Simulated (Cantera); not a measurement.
A Cantera script and what it prints.

```python
import numpy as np
import cantera as ct

gas_names = """
    SiCL4 SiCL2 CL2 CL Si
""".split()
cond_names = """

""".split()


# ... load() reads the species with a 1 bar reference pressure and builds the phases ...
species = {s.name: s for s in load("nasa_gas.yaml", gas_names) + load("nasa_condensed.yaml", cond_names)}
# Each term lists the table entries of one substance; the one whose range holds T is used.
reactions = {
    'SiCl4(g) = SiCl2(g) + Cl2(g)':
        [(-1, ['SiCL4']), (1, ['SiCL2']), (1, ['CL2'])],
    '4 Cl(g) + Si(g) = SiCl4(g)':
        [(-4, ['CL']), (-1, ['Si']), (1, ['SiCL4'])],
}


def pick(names, T):
    return next(species[n] for n in names if species[n].thermo.min_temp <= T <= species[n].thermo.max_temp)


results = []
for label, terms in reactions.items():
    print(label)
    print("     T/K   dH/kJ  dS/(J/K)   dG/kJ   log10 K")
    for T in [300, 1548, 1698, 1848, 1998, 2148, 2298, 2448]:
        used = [(nu, pick(names, T)) for nu, names in terms]
        dH = sum(nu * s.thermo.h(T) for nu, s in used) / 1e6
        dS = sum(nu * s.thermo.s(T) for nu, s in used) / 1e3
        dG = dH - T * dS / 1e3
        logK = -dG * 1e6 / (ct.gas_constant * T * np.log(10))
        results.append((label, T, dH, dS, dG, logK, [s.name for _, s in used]))
        print(f"{T:8g} {dH:8.1f} {dS:8.1f} {dG:8.1f} {logK:8.2f}")
```

Result:

```
SiCl4(g) = SiCl2(g) + Cl2(g)
     T/K   dH/kJ  dS/(J/K)   dG/kJ   log10 K
     300    494.1    173.4    442.1   -76.97
    1548    481.2    157.6    237.2    -8.00
    1698    479.4    156.5    213.6    -6.57
    1848    477.7    155.6    190.2    -5.38
    1998    476.1    154.7    167.0    -4.37
    2148    474.4    153.9    143.8    -3.50
    2298    472.8    153.2    120.8    -2.75
    2448    471.3    152.5     97.9    -2.09
4 Cl(g) + Si(g) = SiCl4(g)
     T/K   dH/kJ  dS/(J/K)   dG/kJ   log10 K
     300  -1598.0   -497.9  -1448.6   252.22
    1548  -1605.9   -512.1   -813.1    27.44
    1698  -1605.9   -512.2   -736.3    22.65
    1848  -1606.0   -512.2   -659.5    18.64
    1998  -1605.9   -512.1   -582.7    15.23
    2148  -1605.8   -512.1   -505.8    12.30
    2298  -1605.7   -512.1   -429.0     9.75
    2448  -1605.6   -512.0   -352.2     7.52
```

Cantera with NASA thermochemical tables; ideal gases at 1 bar, condensed phases pure. Condensed species are held in their standard states even where they would react or evaporate.
